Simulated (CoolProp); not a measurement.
A Linde-Hampson liquefier for carbon monoxide: isothermal reversible compression at 200 K from 1 atm to 20 MPa, throttling to 1 atm, return gas leaving the recuperator 10 K below the feed. Each further row changes one setting.

Computed with CoolProp (reference Helmholtz-energy equation of state, Lemmon 2006). It is a short technical equation, of lower accuracy than the large ones.

| case | liquid yield per pass | compression work (kJ/kg of gas) |
|---|---|---|
| as stated | 0.234 | 293 |
| high pressure 40 MPa | 0.256 | 335 |
| warm-end temperature 230 K | 0.156 | 348 |
| warm-end gap 15 K | 0.222 | 293 |
